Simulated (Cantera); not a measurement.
## Thermodynamics of aluminium and copper etching, feed Al + HCl + N₂

Input: 1 mol Al, a varied amount of HCl, 41 mol N₂, held at 1150 °C and 46000 Pa.

Cantera equilibrium calculation (NASA polynomials, part measured and part estimated; ideal gas, pure solids and liquids). Candidate condensed phases: Al, AlCl₃, AlN, NH₄Cl; 20 gas species. The tables' values for AlCl₂ are old estimates; treat these amounts as uncertain. The numbers say what is thermodynamically allowed, not how fast it happens.

```json
[
 {"n(HCl) (mol)": "1.5", "log p N₂": "-0.35", "log p HCl": "-2.38", "log p H₂": "-2.21", "log p AlCl₃": "-2.39", "log p AlCl₂": "-4.17", "log p AlCl": "-4.93", "log p Cl": "-6.53", "log p H": "-6.28", "n AlN(s)": "0.625"},
 {"n(HCl) (mol)": "1.7", "log p N₂": "-0.35", "log p HCl": "-2.33", "log p H₂": "-2.16", "log p AlCl₃": "-2.34", "log p AlCl₂": "-4.14", "log p AlCl": "-4.91", "log p Cl": "-6.52", "log p H": "-6.26", "n AlN(s)": "0.573"},
 {"n(HCl) (mol)": "2", "log p N₂": "-0.36", "log p HCl": "-2.27", "log p H₂": "-2.09", "log p AlCl₃": "-2.27", "log p AlCl₂": "-4.09", "log p AlCl": "-4.88", "log p Cl": "-6.49", "log p H": "-6.22", "n AlN(s)": "0.494"},
 {"n(HCl) (mol)": "2.3", "log p N₂": "-0.36", "log p HCl": "-2.22", "log p H₂": "-2.03", "log p AlCl₃": "-2.21", "log p AlCl₂": "-4.05", "log p AlCl": "-4.86", "log p Cl": "-6.47", "log p H": "-6.19", "n AlN(s)": "0.415"},
 {"n(HCl) (mol)": "2.6", "log p N₂": "-0.36", "log p HCl": "-2.18", "log p H₂": "-1.98", "log p AlCl₃": "-2.16", "log p AlCl₂": "-4.01", "log p AlCl": "-4.85", "log p Cl": "-6.46", "log p H": "-6.17", "n AlN(s)": "0.335"},
 {"n(HCl) (mol)": "3", "log p N₂": "-0.36", "log p HCl": "-2.13", "log p H₂": "-1.92", "log p AlCl₃": "-2.10", "log p AlCl₂": "-3.97", "log p AlCl": "-4.82", "log p Cl": "-6.44", "log p H": "-6.14", "n AlN(s)": "0.229"},
 {"n(HCl) (mol)": "3.5", "log p N₂": "-0.37", "log p HCl": "-2.08", "log p H₂": "-1.85", "log p AlCl₃": "-2.03", "log p AlCl₂": "-3.93", "log p AlCl": "-4.80", "log p Cl": "-6.42", "log p H": "-6.10", "n AlN(s)": "0.0954"},
 {"n(HCl) (mol)": "4.1", "log p N₂": "-0.37", "log p HCl": "-1.94", "log p H₂": "-1.81", "log p AlCl₃": "-1.99", "log p AlCl₂": "-4.01", "log p AlCl": "-5.00", "log p Cl": "-6.30", "log p H": "-6.08", "n AlN(s)": "0"},
 {"n(HCl) (mol)": "4.7", "log p N₂": "-0.38", "log p HCl": "-1.76", "log p H₂": "-1.82", "log p AlCl₃": "-2.00", "log p AlCl₂": "-4.19", "log p AlCl": "-5.37", "log p Cl": "-6.12", "log p H": "-6.09", "n AlN(s)": "0"},
 {"n(HCl) (mol)": "5.4", "log p N₂": "-0.39", "log p HCl": "-1.62", "log p H₂": "-1.82", "log p AlCl₃": "-2.00", "log p AlCl₂": "-4.34", "log p AlCl": "-5.66", "log p Cl": "-5.97", "log p H": "-6.09", "n AlN(s)": "0"},
 {"n(HCl) (mol)": "6.3", "log p N₂": "-0.39", "log p HCl": "-1.49", "log p H₂": "-1.83", "log p AlCl₃": "-2.01", "log p AlCl₂": "-4.49", "log p AlCl": "-5.94", "log p Cl": "-5.84", "log p H": "-6.09", "n AlN(s)": "0"},
 {"n(HCl) (mol)": "7.2", "log p N₂": "-0.40", "log p HCl": "-1.39", "log p H₂": "-1.84", "log p AlCl₃": "-2.02", "log p AlCl₂": "-4.59", "log p AlCl": "-6.15", "log p Cl": "-5.74", "log p H": "-6.10", "n AlN(s)": "0"}
]
```
log p: log10 of the partial pressure in bar; n: condensed amount in mol.

From 1.5 mol HCl to 3.5 mol HCl the condensed part is AlN(s). From 4.1 mol HCl to 7.2 mol HCl nothing is condensed. The main Al-bearing gas is AlCl₃ throughout.
